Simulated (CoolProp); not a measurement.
Vapour-liquid equilibrium of CH2F2 (R32) (1) + R1234yf (2) at 2.03 MPa; x and y are mole fractions of (1).

The numbers come from the multi-fluid Helmholtz-energy mixture model, Tillner-Roth 1997 and Lemmon 2022; pair parameters Bell 2023 in CoolProp.

| x | bubble temperature (°C) | y at the bubble point | dew temperature at overall composition x (°C) | liquid density (mol/L) |
|---|---|---|---|---|
| 0.05 | 66.2 | 0.089 | 67.7 | 8.088 |
| 0.2 | 56.6 | 0.329 | 61.8 | ? |
| 0.35 | 48.8 | 0.512 | 55.7 | 10.20 |
| 0.5 | 43.0 | 0.650 | 49.4 | 11.42 |
| 0.65 | 38.6 | 0.760 | 43.0 | ? |
| 0.8 | 35.2 | 0.859 | ? | 14.66 |
| 0.95 | 32.7 | ? | 32.9 | 16.97 |

Q: Some entries are withheld; supply them.

A: 
- 0.2, liquid density (mol/L): 9.111
- 0.65, liquid density (mol/L): 12.86
- 0.8, dew temperature at overall composition x (°C): 37.1
- 0.95, y at the bubble point: 0.962

No azeotrope shows between x = 0.05 and 0.95.

The pair parameters rest on a limited set of measurements; away from them the model extrapolates.
